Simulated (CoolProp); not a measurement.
R236EA at 298.15 K and 0.0602 MPa is compressed adiabatically to 0.134 MPa with isentropic efficiency 0.8. Each further row changes one setting.

Values from CoolProp's reference Helmholtz-energy equation of state, Rui 2013.

| case | work (kJ/kg) | final temperature (K) | final density (kg/m³) |
|---|---|---|---|
| as stated | 16.3 | 318.3 | 7.98 |
| efficiency 1 | 13.0 | 314.6 | 8.09 |
| efficiency 0.65 | 20.0 | 322.4 | 7.87 |
